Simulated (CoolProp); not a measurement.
Vapour pressure (kPa) of tetrahydrofuran: the reference equation beside estimates from Tc = 540.2 K, pc = 5304 kPa, ω = 0.234. Clausius-Clapeyron is anchored at 358.1 K with a constant enthalpy of vaporisation of 28.97 kJ/mol.

The numbers come from the reference Helmholtz-energy equation of state, Fiedler 2023 in CoolProp.

```
T (K)  reference  Lee-Kesler  Clausius-Clapeyron  Redlich-Kwong
-----  ---------  ----------  ------------------  -------------
358.1      180.8       178.9               180.8          287.8
362.3      203.5       201.9               202.4          319.8
366.6      229.0       227.7               226.5          355.1
370.8      256.1       255.3               252.3          392.2
375.1      286.5       286.1               281.0          433.1
379.3      318.7       318.8               311.4          475.9
383.6      354.4       355.2               345.2          522.9
387.9      393.2       394.7               381.7          573.0
392.1      434.0       436.4               420.3          625.2
396.4      479.1       482.4               462.8          682.1
400.6      526.4       530.7               507.5          741.1
404.9      578.4       583.9               556.6          805.2
```

Absolute difference from the reference over all 12 rows, mean and median: Lee-Kesler 0.5 and 0.6 %, Clausius-Clapeyron 2.2 and 2.4 %, Redlich-Kwong 48.7 and 48.4 %.
